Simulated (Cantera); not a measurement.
Input (Python, Cantera):

```python
import numpy as np
import cantera as ct

gas = ct.Solution("gri30.yaml")
gas.TPX = 1898, 100000, {'CH4': 1, 'H2O': 0.68, 'H2': 0.072}
reactor = ct.IdealGasConstPressureReactor(gas, energy="off", clone=False)
net = ct.ReactorNet([reactor])
net.rtol, net.atol = 1e-08, 1e-18
show = ['CH4', 'H2O', 'H2', 'O', 'CH3']
times = np.geomspace(4e-06, 7, 13)

steps = ct.SolutionArray(gas, extra=["t"])
rows = []
print(f"{'t/s':>10s}{'T/K':>9s}{'P/Pa':>11s}" + "".join(f"{s:>11s}" for s in show))
for t in times:
    while net.time < t:
        t_next = net.step()
        steps.append(gas.state, t=t_next)
    rows.append([np.interp(t, steps.t, y) for y in (steps.T, steps.P, *steps(*show).X.T)])
    print(f"{t:10.3e}{rows[-1][0]:9.1f}{rows[-1][1]:11.4g}" + "".join(f"{x:11.3e}" for x in rows[-1][2:]))
rate = np.gradient(steps.T, steps.t)
print("integrator steps:", len(steps.t))
if steps.T.max() > steps.T[0] + 200:
    print(f"time of steepest temperature rise: {steps.t[rate.argmax()]:.4e} s")
gas.TPX = 1898, 100000, {'CH4': 1, 'H2O': 0.68, 'H2': 0.072}
gas.equilibrate("TP")
print(f"equilibrium (TP): T = {gas.T:.1f} K  " + "  ".join(f"{s} {gas[s].X[0]:.3e}" for s in show))
```

It prints:

```
       t/s      T/K       P/Pa        CH4        H2O         H2          O        CH3
 4.000e-06   1898.0      1e+05  5.681e-01  3.877e-01  4.213e-02  8.028e-10  1.980e-03
 1.325e-05   1898.0      1e+05  5.605e-01  3.867e-01  4.594e-02  5.373e-09  5.292e-03
 4.391e-05   1898.0      1e+05  5.168e-01  3.801e-01  7.695e-02  1.734e-08  9.385e-03
 1.455e-04   1898.0      1e+05  3.665e-01  3.444e-01  2.138e-01  1.411e-08  7.392e-03
 4.820e-04   1898.0      1e+05  1.999e-01  2.947e-01  3.822e-01  7.539e-09  3.857e-03
 1.597e-03   1898.0      1e+05  8.678e-02  2.568e-01  4.974e-01  5.612e-09  1.735e-03
 5.292e-03   1898.0      1e+05  3.515e-02  2.191e-01  5.651e-01  5.067e-09  7.408e-04
 1.753e-02   1898.0      1e+05  2.163e-02  1.605e-01  6.196e-01  4.060e-09  4.457e-04
 5.809e-02   1898.0      1e+05  1.449e-02  8.461e-02  6.815e-01  2.385e-09  2.803e-04
 1.925e-01   1898.0      1e+05  7.855e-03  2.559e-02  7.299e-01  8.132e-10  1.452e-04
 6.377e-01   1898.0      1e+05  4.357e-03  1.976e-03  7.498e-01  6.639e-11  7.909e-05
 2.113e+00   1898.0      1e+05  3.977e-03  3.151e-06  7.515e-01  1.421e-13  7.206e-05
 7.000e+00   1898.0      1e+05  3.976e-03  2.109e-06  7.515e-01  1.069e-13  7.206e-05
integrator steps: 1751
equilibrium (TP): T = 1898.0 K  CH4 3.977e-03  H2O 2.122e-06  H2 7.515e-01  O 1.074e-13  CH3 7.206e-05
```

Cantera simulation using GRI-Mech 3.0 (53 species, 325 reactions); the numbers are that mechanism's predictions, not measurements. GRI-Mech 3.0 stops at C3 and has no aromatics, soot or wall deposition, so with more carbon than oxygen in the feed, carbon stays in small species such as C2H2 where larger ones or solid carbon would form.
